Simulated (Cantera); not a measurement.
Cantera run:

```python
import numpy as np
import cantera as ct

gas_names = """
    Br Br2 Si SiBr SiBr2 SiBr3 SiBr4 Si2 Si3
""".split()
cond_names = """
    Br2(cr) Br2(L) Si(cr) Si(L)
""".split()


# ... load() reads the species with a 1 bar reference pressure and builds the phases ...
atoms = {
    'Si': {'Si': 1},
    'Br2': {'Br': 2},
}
top_T = {}  # K; cautious upper limits of use, not melting points


# ... equilibrate(T, P, feed) seeds the gas with the atoms and calls Mixture.equilibrate('TP', solver="vcs", rtol=1e-11, max_steps=5000) ...
results = []
feed = {'Si': 1, 'Br2': 2.2}  # mol
T = 1050  # K
P = 23000  # Pa
mix = equilibrate(T, P, feed)
results.append((T, P, feed, dict(zip(mix.species_names, mix.species_moles))))
x = sorted(zip(gas.X, gas.species_names), reverse=True)
print(f"T = {T:g} K  P = {P:g} Pa  gas = {mix.phase_moles(0):.4g} mol")
print("   x: " + "  ".join(f"{s} {v:.3e}" for v, s in x if v > 0.0001))
print("   condensed (mol): " + ("  ".join(f"{mix.phase(i).name} {mix.phase_moles(i):.4g}"
      for i in range(1, mix.n_phases) if mix.phase_moles(i) > 1e-12) or "none"))
```

Output:

```
T = 1050 K  P = 23000 Pa  gas = 1.205 mol
   x: SiBr4 8.298e-01  Br2 1.617e-01  Br 8.432e-03
   condensed (mol): none
```

Equilibrium computed with Cantera from the NASA thermochemical tables; the gas is ideal and each condensed phase is pure.
